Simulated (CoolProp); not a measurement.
Model: reference Helmholtz-energy equation of state, de Reuck 1993, in CoolProp.

Q: Give the vapour pressure (kPa), liquid cp (kJ/(kg K)), liquid conductivity (mW/(m K)) of saturated methanol at 123.05, 143.15 °C.

A: 
| T (°C) | p (kPa) | liquid cp (kJ/(kg K)) | liquid conductivity (mW/(m K)) |
|---|---|---|---|
| 123.05 | 698 | 3.44 | 181 |
| 143.15 | 1180 | 3.73 | 177 |

Thermal conductivity comes from a separate model (Sykioti 2013).
